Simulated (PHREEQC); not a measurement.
**Brine**

Make-up at 25 °C: 0.016 mol/kgw BaCl2 and 0.28 mol/kgw MgCl2. Closed to the air; pH follows from the charge balance.

Equilibrium calculation in PHREEQC: Pitzer model, pitzer.dat.

No solid was allowed to form.

### Question
Estimate the activity of water.

### Answer
activity of water 0.986.
